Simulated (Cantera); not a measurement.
Charge: 1 mol CO₂, 0.14 mol H₂O, 0.055 mol O₂, held at 550 K and 1.50 bar.

Equilibrium computed with Cantera from the NASA thermochemical tables; the gas is ideal and each condensed phase is pure. Candidate condensed phases: C, C₆H₆, C₇H₈, C₈H₁₈, H₂O; 110 gas species. Kinetics and transport are ignored.

Base state: CO₂ 0.837, H₂O 0.117, O₂ 0.0460 (mole fractions); condensed: gas only.

Question: What changes in the equilibrium state with this change: CO₂ replaced by N₂O?

Answer: 
```tsv
species	before	after
N₂	0	0.590
O₂	0.0460	0.327
H₂O	0.117	0.0826
CO₂	0.837	0
```
